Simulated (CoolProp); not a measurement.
Methanol along the isobar 4400 kPa: density (kg/m³) from the reference equation and from simpler models built on Tc = 240.2 °C, pc = 8216 kPa, ω = 0.565; each cubic takes its own stable root.

Model: reference Helmholtz-energy equation of state, de Reuck 1993, in CoolProp.

```csv
T (°C),phase,reference
202.45,liquid,544.3
208.45,gas,55.14
214.55,gas,51.37
220.55,gas,48.58
226.65,gas,46.32
232.75,gas,44.45
238.75,gas,42.88
244.85,gas,41.51
250.85,gas,40.32
256.95,gas,39.23
263.05,gas,38.26
269.05,gas,37.39
275.15,gas,36.57
281.15,gas,35.84
```

How far does each simpler model (van der Waals, Redlich-Kwong, Peng-Robinson) lie from the reference over these 14 states: mean and median of the absolute difference, and the worst?


- van der Waals: mean 11.4 %, median 4.0 %, worst -91.4 % at 202.45 °C and 4400 kPa
- Redlich-Kwong: mean 9.5 %, median 1.7 %, worst -90.8 % at 202.45 °C and 4400 kPa
- Peng-Robinson: mean 3.3 %, median 1.8 %, worst -21.7 % at 202.45 °C and 4400 kPa

At some of these states van der Waals, Redlich-Kwong gives the other phase, because its saturation line lies elsewhere.
